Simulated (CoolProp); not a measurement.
The numbers come from the reference Helmholtz-energy equation of state, Thol 2015 in CoolProp.

For 1,2-dichloroethane, give the phase and the cp (kJ/(kg K)), isothermal compressibility (1/MPa) at 408.5 K and 239 bar.


- 408.5 K and 239 bar: liquid; cp 1.38, isothermal compressibility 0.00148
